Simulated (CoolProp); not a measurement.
The numbers come from the reference Helmholtz-energy equation of state, Wagner 2002 in CoolProp.

Task: For water, give the phase and the Z, cp (kJ/(kg K)), cv (kJ/(kg K)), Joule-Thomson coefficient (K/MPa) at 39.95 °C and 9.38 MPa; 127.45 °C and 9.38 MPa.

Result: 
- 39.95 °C and 9.38 MPa: liquid; Z 0.0652, cp 4.16, cv 4.05, Joule-Thomson coefficient -0.212
- 127.45 °C and 9.38 MPa: liquid; Z 0.0539, cp 4.23, cv 3.62, Joule-Thomson coefficient -0.163
